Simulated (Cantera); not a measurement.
What does this Cantera script print?

```python
import numpy as np
import cantera as ct

gas = ct.Solution("gri30.yaml", transport_model="mixture-averaged")
show = ['CH4', 'OH', 'H']

rows = []
print(f"{'T/K':>7s}{'rho':>11s}{'cp':>10s}{'mu':>11s}{'lambda':>11s}{'Pr':>7s}" + "".join(f"{'D_' + s:>11s}" for s in show))
for T in [400, 500, 600, 700, 800, 900, 1000, 1100]:
    gas.TPX = T, 92000, {'NO': 0.59}
    Pr = gas.cp_mass * gas.viscosity / gas.thermal_conductivity
    D = [gas.mix_diff_coeffs_mole[gas.species_index(s)] for s in show]
    rows.append([gas.density, gas.cp_mass, gas.viscosity, gas.thermal_conductivity, Pr, *D])
    print(f"{T:7g}{gas.density:11.4e}{gas.cp_mass:10.1f}{gas.viscosity:11.4e}"
          f"{gas.thermal_conductivity:11.4e}{Pr:7.3f}" + "".join(f"{d:11.4e}" for d in D))
print("SI units: kg/m3, J/kg/K, Pa s, W/m/K, m2/s")
```

It prints:

```
    T/K        rho        cp         mu     lambda     Pr      D_CH4       D_OH        D_H
    400 8.3005e-01     998.6 2.3120e-05 3.2415e-02  0.712 4.0615e-05 5.6925e-05 2.2370e-04
    500 6.6404e-01    1016.2 2.7036e-05 3.8811e-02  0.708 5.9816e-05 8.3280e-05 3.2956e-04
    600 5.5336e-01    1040.9 3.0618e-05 4.5123e-02  0.706 8.1735e-05 1.1332e-04 4.5043e-04
    700 4.7431e-01    1067.4 3.3953e-05 5.1279e-02  0.707 1.0619e-04 1.4682e-04 5.8528e-04
    800 4.1502e-01    1092.2 3.7097e-05 5.7252e-02  0.708 1.3303e-04 1.8358e-04 7.3332e-04
    900 3.6891e-01    1113.9 4.0086e-05 6.3038e-02  0.708 1.6216e-04 2.2345e-04 8.9393e-04
   1000 3.3202e-01    1132.7 4.2948e-05 6.8643e-02  0.709 1.9346e-04 2.6631e-04 1.0666e-03
   1100 3.0183e-01    1146.6 4.5702e-05 7.4074e-02  0.707 2.2687e-04 3.1205e-04 1.2508e-03
SI units: kg/m3, J/kg/K, Pa s, W/m/K, m2/s
```

Model: GRI-Mech 3.0 (53 species, 325 reactions), integrated in Cantera. The composition is frozen, though it would react at the higher temperatures.
